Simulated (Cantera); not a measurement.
Mixture: C2H4 : O2 : N2 : CO2 = 1 : 2 : 7.52 : 0.88 (molar parts), equivalence ratio 1.5, at 580000 Pa, adiabatic and at constant volume. Ignition delay is the time to a rise of 400 K.

Detailed kinetics in Cantera: GRI-Mech 3.0 (53 species, 325 reactions). GRI-Mech 3.0 was tuned for natural gas; its chemistry of ethylene as a main component is partial and can be far from experiment.

Q: Predict: delay at 1150 K; delay at 1250 K; delay at 1350 K; delay at 1450 K; delay at 1550 K; apparent activation energy between 1450 and 1550 K.

A: 
```json
{
  "delay at 1150 K": "3.60 ms",
  "delay at 1250 K": "0.267 ms",
  "delay at 1350 K": "33.6 µs",
  "delay at 1450 K": "10.1 µs",
  "delay at 1550 K": "5.21 µs",
  "apparent activation energy between 1450 and 1550 K": "120 kJ/mol"
}
```
